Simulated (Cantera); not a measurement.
# SO₂ + O₂ (abatement and gas-phase synthesis)

Charge: 1 mol SO₂, 2.1 mol O₂, equilibrated at 1 atm.

Cantera equilibrium calculation (NASA polynomials, part measured and part estimated; ideal gas, pure solids and liquids). Candidate condensed phases: S; 10 gas species. Equilibrium is a limit: real reactors are often held back by kinetics, nucleation or transport.

From 2675 K to 3475 K nothing is condensed.

| T (K) | x O₂ | x SO₂ | x O | x SO | x S |
|---|---|---|---|---|---|
| 2675 | 0.656 | 0.312 | 0.0261 | 0.00549 | 2.27e-5 |
| 2775 | 0.646 | 0.306 | 0.0393 | 0.00885 | 5.78e-5 |
| 2875 | 0.632 | 0.297 | 0.0572 | 0.0137 | 0.000138 |
| 2975 | 0.613 | 0.285 | 0.0808 | 0.0204 | 0.000308 |
| 3075 | 0.589 | 0.270 | 0.111 | 0.0293 | 0.000649 |
| 3175 | 0.560 | 0.250 | 0.148 | 0.0404 | 0.00130 |
| 3275 | 0.525 | 0.226 | 0.193 | 0.0535 | 0.00245 |
| 3375 | 0.484 | 0.198 | 0.246 | 0.0679 | 0.00438 |
| 3475 | 0.438 | 0.168 | 0.304 | 0.0823 | 0.00744 |
x: gas mole fraction; nothing condenses.
